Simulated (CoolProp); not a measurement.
A simple Rankine cycle with c-C4F8 (RC318): condensing at 314.15 K, boiler at 1.43 MPa, turbine inlet 396.1 K, turbine efficiency 0.8, pump efficiency 0.6, no recuperator. Each further row changes one setting.

Computed with CoolProp (reference Helmholtz-energy equation of state, Platzer 1990). This equation is an older, rougher fit; its heat capacities, sound speeds and derivatives of the liquid may be far off and weren't checked against measurements.

```tsv
case	thermal efficiency (%)	net work (kJ/kg)	heat in (kJ/kg)	turbine exit temperature (K)	volume ratio over the turbine
as stated	6.5	10.6	162	375.5	3.04
turbine inlet 416.1 K	6.3	11.5	182	396.2	2.97
condensing temperature 306.15 K	7.7	13.2	171	371.6	3.86
boiler pressure 1 MPa	4.5	7.42	166	383.5	2.03
turbine efficiency 0.7	5.6	9.13	162	377.1	3.06
```
